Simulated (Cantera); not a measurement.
An isothermal, constant-pressure homogeneous reactor starts with CO : O2 : H2O : N2 = 0.0063 : 0.088 : 0.00011 : 1 (molar parts), at 1273 K and 0.130 bar.

Computed with Cantera and GRI-Mech 3.0 (53 species, 325 reactions).

x: mole fraction; the columns are a selection and need not sum to one.

```csv
t (s),x CO,x O2,x H2O,x H,x N2O,x OH
0.000400,0.00576,0.0804,0.000101,<1e-12,<1e-12,5.38e-12
0.000919,0.00576,0.0804,0.000101,1.92e-12,<1e-12,2.55e-11
0.00211,0.00576,0.0804,0.000101,9.98e-12,<1e-12,1.27e-10
0.00486,0.00576,0.0804,0.000101,5.20e-11,1.12e-12,6.49e-10
0.0112,0.00576,0.0804,0.000101,2.89e-10,6.27e-12,?
0.0257,0.00576,0.0804,0.000100,2.32e-9,5.16e-11,?
0.0590,0.00573,0.0804,9.99e-5,9.84e-8,1.92e-9,?
0.136,0.00352,0.0786,7.11e-5,2.57e-5,2.37e-7,?
0.312,0.000468,0.0776,8.20e-5,1.04e-5,3.10e-7,?
0.716,5.08e-5,0.0777,9.51e-5,6.13e-7,3.25e-7,?
1.65,7.16e-6,0.0777,9.86e-5,3.88e-8,3.10e-7,?
3.79,1.12e-6,0.0778,9.98e-5,3.25e-9,2.50e-7,?
8.70,1.75e-7,0.0778,0.000100,3.90e-10,1.42e-7,?
20.0,2.89e-8,0.0778,0.000101,7.13e-11,4.20e-8,?
```

Task: Fill in the missing entries.

Result: 
- 0.0112, x OH: 3.57e-9
- 0.0257, x OH: 2.85e-8
- 0.0590, x OH: 1.08e-6
- 0.136, x OH: 3.15e-5
- 0.312, x OH: 2.59e-5
- 0.716, x OH: 1.06e-5
- 1.65, x OH: 4.29e-6
- 3.79, x OH: 1.90e-6
- 8.70, x OH: 9.42e-7
- 20.0, x OH: 5.36e-7
